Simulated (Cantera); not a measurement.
# B₂O₃ + H₂O + H₂ + NH₃ (boron, boron nitride and boron oxide)

A closed system holds: 1 mol B₂O₃, 15 mol H₂O, 4.6 mol H₂, 9.1 mol NH₃, held at 11000 Pa.

Method: chemical equilibrium by Gibbs-energy minimisation in Cantera with the NASA 1993 tables (ideal gas, pure condensed phases). Candidate condensed phases: B, BN, B₂O₃, B₃O₃H₃, H₂O; 39 gas species. Gases not in the tables: H₃BO₃. The numbers say what is thermodynamically allowed, not how fast it happens.

From 777 °C to 1227 °C the condensed part is B₂O₃(l). From 1277 °C to 1427 °C nothing is condensed.

```
T (°C)   x H₂  x H₂O   x N₂    x HBO₂  x (HBO₂)₃    x B₂O₃       x H  n B₂O₃(l)
------  -----  -----  -----  --------  ---------  --------  --------  ---------
777     0.483  0.394  0.120  0.000134    0.00180  2.96e-10   1.70e-8      0.896
827     0.483  0.395  0.120  0.000330    0.00144   2.33e-9   5.42e-8      0.912
877     0.483  0.395  0.120  0.000748    0.00117   1.51e-8   1.56e-7      0.920
927     0.483  0.394  0.120   0.00157   0.000960   8.36e-8   4.13e-7      0.916
977     0.482  0.394  0.120   0.00311   0.000799   4.01e-7   1.01e-6      0.896
1027    0.482  0.392  0.120   0.00581   0.000671   1.69e-6   2.31e-6      0.852
1077    0.480  0.389  0.120    0.0103   0.000566   6.39e-6   4.98e-6      0.772
1127    0.479  0.384  0.119    0.0175   0.000479   2.18e-5   1.01e-5      0.639
1177    0.476  0.376  0.119    0.0283   0.000405   6.83e-5   1.97e-5      0.430
1227    0.472  0.365  0.118    0.0442   0.000339  0.000197   3.65e-5      0.118
1277    0.470  0.361  0.117    0.0505   0.000124  0.000298   6.51e-5          0
1327    0.470  0.361  0.117    0.0507    3.37e-5  0.000340  0.000112          0
1377    0.470  0.361  0.117    0.0507    9.84e-6  0.000382  0.000188          0
1427    0.470  0.361  0.117    0.0506    3.09e-6  0.000425  0.000305          0
```
x: gas mole fraction; n: condensed amount in mol.
